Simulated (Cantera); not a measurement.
Feed: 1 mol CH3SiCl3, 0.0047 mol C3H8, 400 mol H2, 0.016 mol C2H4, equilibrated at 133 Pa.

These are equilibrium values from Cantera (NASA tables, ideal gas, pure condensed phases), not measurements of a reactor. Candidate condensed phases: C, C6H6, C7H8, C8H18, Si, SiC; 109 gas species. The feed counts by its element totals alone. The tables' values for SiCl are old estimates; treat these amounts as uncertain. The numbers say what is thermodynamically allowed, not how fast it happens.

x: gas mole fraction; n: condensed amount in mol.

```csv
T (K),x H2,x H,x HCl,x Si,x C2H2 (acetylene),n SiC(s),n C(graphite)
1848,0.978,0.0144,0.00729,?,0.000155,0.917,0
1873,0.975,0.0175,0.00726,?,0.000202,0.877,0
1898,0.971,0.0211,0.00722,?,0.000267,0.819,0
1923,0.966,0.0254,0.00718,?,0.000358,0.738,0
1948,0.961,0.0303,0.00713,?,0.000480,0.625,0
1973,0.955,0.0361,0.00708,?,0.000612,0.455,0.0402
1998,0.947,0.0428,0.00701,?,0.000718,0.186,0.187
```

Task: Complete the blanks.

Result: 
- 1848, x Si: 0.000179
- 1873, x Si: 0.000270
- 1898, x Si: 0.000397
- 1923, x Si: 0.000573
- 1948, x Si: 0.000815
- 1973, x Si: 0.00117
- 1998, x Si: 0.00174
